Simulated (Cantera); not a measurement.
Cantera run:

```python
import numpy as np
import cantera as ct

gas_names = """
    CL CL2 H HCL H2 Si SiCL SiCL2 SiCL3 SiCL4 SiH SiHCL3 SiH2 SiH2CL2 SiH3 SiH3CL SiH4 Si2 Si3
""".split()
cond_names = """
    Si(cr) Si(L)
""".split()


def load(file, names, dense=False):
    # The tables refer to 1 bar. Condensed volumes are neglected.
    table = {s.name: s for s in ct.Species.list_from_file(file)}
    out = []
    for n in names:
        d = dict(table[n].input_data)
        d["thermo"] = dict(d["thermo"], **{"reference-pressure": 1e5})
        if dense:
            d["equation-of-state"] = {"model": "constant-volume", "density": "1e6 g/cm^3"}
        out.append(ct.Species.from_dict(d))
    return out


gas = ct.Solution(thermo="ideal-gas", species=load("nasa_gas.yaml", gas_names))
cond = {s.name: ct.Solution(thermo="fixed-stoichiometry", species=[s], name=s.name)
        for s in load("nasa_condensed.yaml", cond_names, dense=True)}
atoms = {
    'SiH2Cl2': {'Si': 1, 'H': 2, 'CL': 2},
    'H2': {'H': 2},
}
top_T = {}  # K; cautious upper limits of use, not melting points


def equilibrate(T, P, feed):
    n = {}
    for name, mol in feed.items():
        for a, k in atoms[name].items():
            n[a] = n.get(a, 0.0) + k * mol
    gas.TPX = T, P, n
    mass = sum(n.values()) * gas.mean_molecular_weight
    gas.equilibrate("TP")
    valid = [c for c in cond.values() if c.min_temp <= T <= top_T.get(c.name, c.max_temp)]
    mix = ct.Mixture([(gas, mass / gas.mean_molecular_weight)] + [(c, 0.0) for c in valid])
    mix.T, mix.P = T, P
    mix.equilibrate("TP", solver="vcs", rtol=1e-11, max_steps=5000)
    return mix


results = []
T = 1675  # K
P = 101325  # Pa
for m in [19, 54, 89, 120, 160, 190, 230, 260, 300, 330, 370]:
    feed = {'SiH2Cl2': 1, 'H2': m}  # mol
    mix = equilibrate(T, P, feed)
    results.append((T, P, feed, dict(zip(mix.species_names, mix.species_moles))))

top = {s: max(r[3][s] / sum(r[3][g] for g in gas_names) for r in results) for s in gas_names}
cols = sorted((s for s in top if top[s] > 1e-05), key=lambda s: -top[s])[:7]
seen = [c for c in cond_names if any(r[3].get(c, 0) > 1e-12 for r in results)]
print("log10 of partial pressures in bar; condensed amounts in mol")
print(f"{'n(H2)':>10s}" + "".join(f"{s[:9]:>10s}" for s in cols + seen))
for T, P, feed, n in results:
    ng = sum(n[g] for g in gas_names)
    print(f"{feed['H2']:10.4g}" + "".join(f"{np.log10(max(n[s] / ng * P / 1e5, 1e-99)):10.3f}" for s in cols)
          + "".join(f"{n.get(c, 0):10.4g}" for c in seen))
```

Result:

```
log10 of partial pressures in bar; condensed amounts in mol
     n(H2)        H2       HCL     SiCL2     SiCL3    SiHCL3   SiH2CL2         H    Si(cr)
        19    -0.029    -1.205    -1.824    -3.054    -3.535    -3.865    -3.950    0.6592
        54    -0.009    -1.532    -2.498    -4.065    -4.535    -4.518    -3.939    0.8146
        89    -0.003    -1.712    -2.864    -4.614    -5.082    -4.879    -3.937     0.871
       120    -0.001    -1.826    -3.094    -4.959    -5.425    -5.107    -3.936    0.8978
       160     0.000    -1.939    -3.321    -5.299    -5.765    -5.332    -3.935    0.9188
       190     0.001    -2.007    -3.459    -5.506    -5.971    -5.469    -3.935    0.9292
       230     0.002    -2.085    -3.614    -5.739    -6.204    -5.624    -3.934    0.9392
       260     0.002    -2.135    -3.714    -5.890    -6.354    -5.724    -3.934    0.9448
       300     0.003    -2.193    -3.832    -6.067    -6.531    -5.842    -3.934    0.9505
       330     0.003    -2.233    -3.911    -6.185    -6.650    -5.920    -3.934    0.9538
       370     0.003    -2.280    -4.007    -6.328    -6.793    -6.016    -3.933    0.9574
```

These are equilibrium values from Cantera (NASA tables, ideal gas, pure condensed phases), not measurements of a reactor. The tables' values for SiCl3 are old estimates; treat these amounts as uncertain. Gases not in the tables: Si2H6 and higher silanes.
